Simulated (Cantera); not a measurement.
A closed system holds: 1 mol B₂H₆, 2.6 mol N₂, at 1825 °C and 34.0 Pa.

Cantera equilibrium calculation (NASA polynomials, part measured and part estimated; ideal gas, pure solids and liquids). Candidate condensed phases: B, BN; 15 gas species. The feed counts by its element totals alone. The tables' values for BH₂ are old estimates; treat these amounts as uncertain. Kinetics and transport are ignored.

Base state: H₂ 0.449, N₂ 0.437, H 0.112, B 0.00185, BH₂ 0.000359, BH 3.72e-5, BN 1.94e-5 (mole fractions); condensed: B(s).

**Question.** What changes in the equilibrium state with this change: temperature from 1825 °C to 1877 °C?

**Answer.** 
```csv
species,before,after
N₂,0.437,0.428
H₂,0.449,0.419
H,0.112,0.148
B,0.00185,0.00399
BN,1.94e-5,3.66e-5
BH,3.72e-5,6.53e-5
BH₂,0.000359,0.000437
"B(s), mol",1.99,1.97
```
